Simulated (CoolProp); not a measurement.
Vapour-liquid equilibrium of ethylene (1) + isobutane (2) at 1.38 bar; x and y are mole fractions of (1).

Computed with CoolProp (multi-fluid Helmholtz-energy mixture model, Smukala 2000 and Bücker 2006; pair parameters Bell 2016).

```csv
x,bubble temperature (K),y at the bubble point,dew temperature at overall composition x (K),liquid density (mol/L)
0.05,248.6,0.576,268.2,10.68
0.125,227.3,0.859,266.0,11.46
0.2,214.2,0.939,263.7,12.13
0.275,205.4,0.969,[?],12.75
0.35,198.9,0.982,[?],13.38
0.425,193.9,0.989,[?],14.01
0.5,189.8,0.993,252.3,14.67
0.575,186.5,0.996,248.7,15.35
0.65,183.7,[?],244.5,16.06
0.725,181.3,0.998,239.6,16.82
0.8,179.2,0.999,233.5,17.61
0.875,177.4,0.999,225.3,18.45
0.95,175.8,1.000,211.4,19.34
```

Task: What belongs in the gaps?

Result: 
- 0.275, dew temperature at overall composition x (K): 261.2
- 0.35, dew temperature at overall composition x (K): 258.5
- 0.425, dew temperature at overall composition x (K): 255.6
- 0.65, y at the bubble point: 0.997

No azeotrope shows between x = 0.05 and 0.95.

The pair parameters rest on a limited set of measurements; away from them the model extrapolates.
